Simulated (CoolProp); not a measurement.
n-perfluorohexane along the isotherm 450 K: Z from the reference equation and from simpler models built on Tc = 448.0 K, pc = 1742 kPa, ω = 0.497; each cubic takes its own stable root.

Model: reference Helmholtz-energy equation of state, Gao 2022, in CoolProp.

```tsv
p (kPa)	phase	reference
581	gas	0.8738
1160	gas	0.7117
1740	gas	0.4105
2320	supercritical	0.2125
2900	supercritical	0.2476
3480	supercritical	0.2854
4060	supercritical	0.3236
4640	supercritical	0.3618
5220	supercritical	0.3997
5810	supercritical	0.4380
6390	supercritical	0.4754
6970	supercritical	0.5125
7550	supercritical	0.5493
8130	supercritical	0.5858
8710	supercritical	0.6222
```

### Question
How far does each simpler model (van der Waals, Peng-Robinson) lie from the reference over these 15 states: mean and median of the absolute difference, and the worst?

### Answer
- van der Waals: mean 40.1 %, median 46.7 %, worst +53.4 % at 450 K and 2320 kPa
- Peng-Robinson: mean 6.4 %, median 4.8 %, worst +17.8 % at 450 K and 2320 kPa
